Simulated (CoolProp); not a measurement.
Vapour-liquid equilibrium of R13 (1) + R11 (2) at 215.5 K; x and y are mole fractions of (1).

Model: multi-fluid Helmholtz-energy mixture model, Platzer 1990 and Jacobsen 1992; pair parameters Bell 2016, in CoolProp. This equation is an older, rougher fit; its heat capacities, sound speeds and derivatives of the liquid may be far off and weren't checked against measurements.

Question: Give the bubble pressure and the first vapour's composition at x = 0.05, 0.5, 0.8. Is there an azeotrope?

Answer: x = 0.05: 0.03118 MPa, y = 0.952; x = 0.5: 0.1920 MPa, y = 0.994; x = 0.8: 0.2547 MPa, y = 0.997. No azeotrope shows between x = 0.05 and 0.95.

Pair parameters are fitted to limited data, so mixtures are less certain than the pure fluids. With so large a gap from Raoult's law the liquid may split in two, which this calculation doesn't test in full.
